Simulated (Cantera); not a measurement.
A perfectly stirred reactor is fed with CH₄ : H₂O = 4.4 : 1.1 (molar parts), at 760 Torr; it is held at 2098 K, and followed from long to short residence time.

Cantera simulation using GRI-Mech 3.0 (53 species, 325 reactions); the numbers are that mechanism's predictions, not measurements. GRI-Mech 3.0 stops at C3 and has no aromatics, soot or wall deposition, so with more carbon than oxygen in the feed, carbon stays in small species such as C2H2 where larger ones or solid carbon would form.

One state of this run: x CH₄ = 0.0132; x H₂O = 0.0112; x HO₂ = <1e-12; x C₂H = 1.37e-5; x H = 0.00257; x CO = 0.0907. x: mole fraction; the columns are a selection and need not sum to one.

Q: Which value of τ (s) does it belong to?
A) 0.00056
B) 0.0017
C) 0.051
D) 0.00018

A: C, 0.051
